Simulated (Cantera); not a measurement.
A Cantera script and what it prints.

```python
import numpy as np
import cantera as ct

gas_names = """
    H HNO HNO2 HNO3 HO2 H2 H2O H2O2 N NH NH2 NH3 NH2OH NO NO2 NO3 N2 N2H2 N2H4 N2O O OH O2 O3 Si SiH
    SiH2 SiH3 SiH4 SiN SiO SiO2 Si2 Si2N Si3
""".split()
cond_names = """
    H2O(s) H2O(L) Si(cr) Si(L) SiO2(Lqz) SiO2(hqz) SiO2(L) Si2N2O(s) Si3N4(a)
""".split()


# ... load() reads the species with a 1 bar reference pressure and builds the phases ...
atoms = {
    'Si3N4': {'Si': 3, 'N': 4},
    'H2O': {'H': 2, 'O': 1},
    'N2': {'N': 2},
}
top_T = {'Si2N2O(s)': 2100, 'Si3N4(a)': 2400}  # K; cautious upper limits of use, not melting points


# ... equilibrate(T, P, feed) seeds the gas with the atoms and calls Mixture.equilibrate('TP', solver="vcs", rtol=1e-11, max_steps=5000) ...
results = []
feed = {'Si3N4': 1, 'H2O': 0.23, 'N2': 0.75}  # mol
P = 360  # Pa
for T in [1125, 1225, 1325, 1425, 1525, 1625, 1725, 1825, 1925]:
    mix = equilibrate(T, P, feed)
    results.append((T, P, feed, dict(zip(mix.species_names, mix.species_moles))))

top = {s: max(r[3][s] / sum(r[3][g] for g in gas_names) for r in results) for s in gas_names}
cols = sorted((s for s in top if top[s] > 0.0001), key=lambda s: -top[s])[:9]
seen = [c for c in cond_names if any(r[3].get(c, 0) > 1e-12 for r in results)]
print("log10 of partial pressures in bar; condensed amounts in mol")
print(f"{'T/K':>10s}" + "".join(f"{s[:9]:>10s}" for s in cols + seen))
for T, P, feed, n in results:
    ng = sum(n[g] for g in gas_names)
    print(f"{T:10.4g}" + "".join(f"{np.log10(max(n[s] / ng * P / 1e5, 1e-99)):10.3f}" for s in cols)
          + "".join(f"{n.get(c, 0):10.4g}" for c in seen))
```

Output:

```
log10 of partial pressures in bar; condensed amounts in mol
       T/K        N2        H2       SiO        Si         H      Si2N     Si(L) Si2N2O(s)  Si3N4(a)
      1125    -2.550    -3.106   -13.402   -17.204    -8.905   -21.588         0      0.23    0.8467
      1225    -2.550    -3.106   -11.190   -14.571    -8.059   -18.228         0      0.23    0.8467
      1325    -2.550    -3.106    -9.318   -12.340    -7.339   -15.383         0      0.23    0.8467
      1425    -2.550    -3.106    -7.714   -10.426    -6.719   -12.944         0      0.23    0.8467
      1525    -2.550    -3.106    -6.324    -8.767    -6.179   -10.832         0    0.2299    0.8467
      1625    -2.551    -3.108    -5.110    -7.314    -5.705    -8.985         0    0.2277    0.8474
      1725    -2.561    -3.123    -4.037    -6.027    -5.293    -7.350         0    0.2021    0.8559
      1825    -2.512    -3.596    -3.589    -5.342    -5.154    -6.789     2.765         0         0
      1925    -2.514    -3.605    -3.592    -4.759    -4.822    -6.371     2.753         0         0
```

Cantera equilibrium calculation (NASA polynomials, part measured and part estimated; ideal gas, pure solids and liquids). Mutual solubility and eutectic melting of coexisting phases are not modelled. The tables' values for SiN are old estimates; treat these amounts as uncertain.
